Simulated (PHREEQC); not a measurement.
Copper plating or etch bath

A solution holds 0.38 mmol/kgw Cu(BF4)2 and 0.65 mmol/kgw HCl, at 25 °C. Closed to the air; pH follows from the charge balance.

All values are PHREEQC results (ion-association model, phreeqc.dat), not measurements.

This is a speciation only: nothing precipitates in the calculation.

Problem. Predict the pH, ionic strength.

Solution. pH 2.99; ionic strength 0.00219 mol/kgw.

Problem. In which forms is B present?

Solution. H3BO3 79 %, BF4- 14 %, BF3OH- 3.5 %, BF2(OH)2- 3.3 % of the B.

Real BF4- forms and hydrolyses slowly; the run takes it at equilibrium.
